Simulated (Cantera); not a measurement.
A closed system holds: 1 mol SiF4, 0.87 mol NO, 3.9 mol H2, held at 620 Pa.

Method: chemical equilibrium by Gibbs-energy minimisation in Cantera with the NASA 1993 tables (ideal gas, pure condensed phases). Candidate condensed phases: H2O, Si, SiO2, Si2N2O, Si3N4; 58 gas species. Rates play no part. All values below are at 998 K.

Base state: H2 0.533, HF 0.245, SiF4 0.115, N2 0.0765, H2O 0.0303 (mole fractions); condensed: SiO2(β-quartz).

Problem. What changes in the equilibrium state with this change: SiF4 replaced by SiH2Cl2?

Solution. 
```json
[
 {"species": "H2", "before": "0.533", "after": "0.655"},
 {"species": "HCl", "before": "0", "after": "0.336"},
 {"species": "N2", "before": "0.0765", "after": "0.00980"},
 {"species": "HF", "before": "0.245", "after": "0"},
 {"species": "SiF4", "before": "0.115", "after": "0"},
 {"species": "H2O", "before": "0.0303", "after": "3.81e-6"},
 {"species": "SiCl4", "before": "0", "after": "2.32e-5"},
 {"species": "SiO2(β-quartz), mol", "before": "0.349", "after": "0.247"},
 {"species": "Si2N2O(s), mol", "before": "0", "after": "0.377"}
]
```
Further candidate phases: NH4Cl.
